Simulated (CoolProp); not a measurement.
Vapour-liquid equilibrium of isobutane (1) + n-butane (2) at -56.85 °C; x and y are mole fractions of (1).

Model: multi-fluid Helmholtz-energy mixture model, Bücker 2006 and Bücker 2006; pair parameters Kunz 2012, in CoolProp.

Problem. Give the bubble pressure and the first vapour's composition at x = 0.35, 0.425, 0.575. Is there an azeotrope?

Solution. x = 0.35: 0.007980 MPa, y = 0.495; x = 0.425: 0.008360 MPa, y = 0.573; x = 0.575: 0.009117 MPa, y = 0.710. No azeotrope shows between x = 0.05 and 0.95.

Pair parameters are fitted to limited data, so mixtures are less certain than the pure fluids.
